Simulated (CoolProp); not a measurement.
Saturation properties of chloromethane (R40) (Tc = 145.5 °C, pc = 6.929 MPa, ω = 0.150).

Values from CoolProp's reference Helmholtz-energy equation of state, Thol 2014.

```tsv
T (°C)	p (MPa)	liquid density (kg/m³)	vapour density (kg/m³)	enthalpy of vaporisation (kJ/kg)	liquid cp (kJ/(kg K))
25.35	0.5832	911.1	13.32	373.4	?
29.75	0.6613	902.1	15.04	367.9	1.638
34.15	0.7469	892.9	16.93	362.3	1.650
38.45	0.8382	883.7	18.95	356.7	1.663
42.85	0.9400	874.2	21.21	350.8	1.678
47.15	1.048	864.7	23.62	344.8	1.694
51.55	1.168	854.7	26.32	338.5	1.712
55.85	1.294	?	?	332.2	1.732
60.25	1.434	834.4	32.40	325.5	1.754
64.55	1.581	823.9	35.82	318.8	1.779
68.95	1.742	813.0	39.63	311.6	1.806
73.25	1.911	801.9	43.70	304.3	1.837
```

**Question.** Fill in the missing entries.

**Answer.** 
- 25.35, liquid cp (kJ/(kg K)): 1.627
- 55.85, liquid density (kg/m³): 844.8
- 55.85, vapour density (kg/m³): 29.19

It boils at -24.0 °C under 1 atm.
